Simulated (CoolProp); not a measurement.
Vapour-liquid equilibrium of hydrogen sulfide (1) + n-pentane (2) at 226 K; x and y are mole fractions of (1).

Computed with CoolProp (multi-fluid Helmholtz-energy mixture model, Lemmon 2006 and Thol 2019; pair parameters Kunz 2012).

```
x     bubble pressure (kPa)  y at the bubble point  dew pressure at overall composition x (kPa)  liquid density (mol/L)
----  ---------------------  ---------------------  -------------------------------------------  ----------------------
0.05                  18.48                  0.914                                            ?                   9.857
0.2                   78.36                  0.982                                        2.082                   10.91
0.35                      ?                  0.990                                        2.559                   12.24
0.5                   145.0                      ?                                        3.320                   13.96
0.65                  153.5                  0.993                                        4.726                   16.29
0.8                   162.4                  0.995                                        8.196                       ?
0.95                      ?                  0.998                                        31.00                   24.78
```

Question: Fill in the missing entries.

Answer: 
- 0.05, dew pressure at overall composition x (kPa): 1.754
- 0.35, bubble pressure (kPa): 123.8
- 0.5, y at the bubble point: 0.992
- 0.8, liquid density (mol/L): 19.63
- 0.95, bubble pressure (kPa): 180.3

No azeotrope shows between x = 0.05 and 0.95.

Pair parameters are fitted to limited data, so mixtures are less certain than the pure fluids. With so large a gap from Raoult's law the liquid may split in two, which this calculation doesn't test in full.
